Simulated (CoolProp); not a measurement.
Properties of R124 along the isotherm 174.15 °C (Tc = 122.3 °C, pc = 3.624 MPa, ω = 0.288).

Values from CoolProp's reference Helmholtz-energy equation of state, de Vries 1995.

```
p (MPa)  phase       Z  speed of sound (m/s)  isothermal compressibility (1/MPa)  conductivity (mW/(m K))  Prandtl number  fugacity coefficient
-------  -----  ------  --------------------  ----------------------------------  -----------------------  --------------  --------------------
0.00573    gas  0.9996                 170.8                               174.6                     26.3           0.674                0.9996
0.00865    gas  0.9995                 170.7                               115.7                     26.3           0.674                0.9995
0.013      gas  0.9992                 170.7                               76.99                     26.3           0.674                0.9992
0.0197     gas  0.9988                 170.6                               50.82                     26.3           0.674                0.9988
0.0297     gas  0.9982                 170.6                               33.73                     26.3           0.674                0.9982
0.0448     gas  0.9972                 170.4                               22.38                     26.3           0.674                0.9972
0.0676     gas  0.9958            (withheld)                               14.86                     26.3           0.674                0.9958
0.102      gas  0.9936                 169.9                               9.867                     26.4           0.674                0.9937
0.154      gas  0.9904                 169.4                               6.557                     26.4           0.675                0.9904
0.232      gas  0.9855            (withheld)                               4.374                     26.4           0.675                0.9856
0.35       gas  0.9780                 167.7                               2.922                     26.5           0.676                0.9784
0.528      gas  0.9667            (withheld)                               1.960                     26.7           0.677                0.9675
0.796      gas  0.9494                 163.6                               1.325                     26.9           0.680                0.9512
1.2        gas  0.9227                 159.8                              0.9057                     27.2           0.687                0.9269
1.81       gas  0.8812                 153.9                          (withheld)                     27.8           0.701                0.8908
```

### Question
Some entries are withheld; supply them.

### Answer

- 0.0676, speed of sound (m/s): 170.2
- 0.232, speed of sound (m/s): 168.7
- 0.528, speed of sound (m/s): 166.0
- 1.81, isothermal compressibility (1/MPa): 0.6314

Viscosity comes from a separate model (Bell 2016), an estimate that may be off by 10 % or more. Thermal conductivity comes from a separate model (Huber 2003), an estimate that may be off by 10 % or more.
